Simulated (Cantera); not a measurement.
Input: 1 mol borazine, 0.058 mol O2, 4.5 mol N2, held at 0.650 bar.

Cantera equilibrium calculation (NASA polynomials, part measured and part estimated; ideal gas, pure solids and liquids). Candidate condensed phases: B, BN, B2O3, B3O3H3, H2O; 39 gas species. The feed counts by its element totals alone. Mutual solubility and eutectic melting of coexisting phases are not modelled. Gases not in the tables: H3BO3. The numbers say what is thermodynamically allowed, not how fast it happens. All values below are at 1277 °C.

Base state: N2 0.601, H2 0.394, H2O 0.00220, HBO2 0.00216, HBO 0.000286, B2O3 8.96e-5, H 2.45e-5 (mole fractions); condensed: BN(s) + B2O3(l).

Problem. What changes in the equilibrium state with this change: pressure from 0.650 bar to 37.0 Pa?

Solution. 
| species | before | after |
|---|---|---|
| N2 | 0.601 | 0.598 |
| H2 | 0.394 | 0.390 |
| HBO | 0.000286 | 0.00776 |
| BO | 4.32e-7 | 0.000495 |
| B2O2 | 1.36e-6 | 0.00101 |
| H2O | 0.00220 | 3.37e-5 |
| BN(s), mol | 2.94 | 2.90 |
| B2O3(l), mol | 0.0209 | 0 |
